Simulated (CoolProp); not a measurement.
Values from CoolProp's reference Helmholtz-energy equation of state, Thol 2019.

### Question
For n-hexane, give the phase and the cp (kJ/(kg K)), cv (kJ/(kg K)), speed of sound (m/s) at 247.6 K and 0.225 MPa; 494.7 K and 0.0287 MPa.

### Answer
- 247.6 K and 0.225 MPa: liquid; cp 2.09, cv 1.60, speed of sound 1310
- 494.7 K and 0.0287 MPa: gas; cp 2.52, cv 2.42, speed of sound 222
